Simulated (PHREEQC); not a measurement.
Solution (83 °C): 0.024 mol/kgw KCl and 0.14 mol/kgw MgSO4. Closed to the air; pH follows from the charge balance.

The numbers come from PHREEQC with the ion-association model, phreeqc.dat.

This is a speciation only: nothing precipitates in the calculation.

Task: Order these S species by the share of S that they hold, largest first: KSO4-, SO4-2, MgSO4.

Result: MgSO4 (71 %), SO4-2 (27 %), KSO4- (2.3 %)

The ionic strength is 0.181 mol/kgw. At this temperature some constants are extrapolated from 25 °C, and those without enthalpy data are left unchanged.
